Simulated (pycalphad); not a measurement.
All values are pycalphad results on the COST 507 light-alloy database (1999) (1 atm), not direct measurements. The data set is of 1999 and partly superseded. Amounts are mole fractions of atoms. Diffusion is slow at the low end, where real alloys seldom reach equilibrium.

Q: Give the equilibrium state of Si-2.63C (at.%) at 1700 K.

A: liquid, fraction 0.947, with <0.01 C at.%; CSI, fraction 0.053, with 50.0 C at.%.

Q: Give the equilibrium state of Si-2.63C (at.%) at 875 K.

A: diamond (Si), fraction 0.947, with <0.01 C at.%; CSI, fraction 0.053, with 50.0 C at.%.

Database names, with the compositions (at.%) that they take in these runs: CSI: Si 50 C 50.
